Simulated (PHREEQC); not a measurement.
Make-up at 27 °C: 15 mmol/kgw Fe2(SO4)3. It is in equilibrium with CO2 at log p = -1 (atm). Otherwise closed; pH follows from the charge balance.

The numbers come from PHREEQC with the ion-association model, phreeqc.dat.

Task: The ionic strength comes out as 0.0599 mol/kgw. What activity coefficients do Fe+3, FeSO4+, Fe(OH)2+, Fe(SO4)2-, H+ get?

Result: Fe+3 0.22, FeSO4+ 0.81, Fe(OH)2+ 0.82, Fe(SO4)2- 0.81, H+ 0.85.

This is a speciation only: nothing precipitates in the calculation. Examples of supersaturated solids here: Hematite (slow to form), Goethite (slow to form). Others may be too.
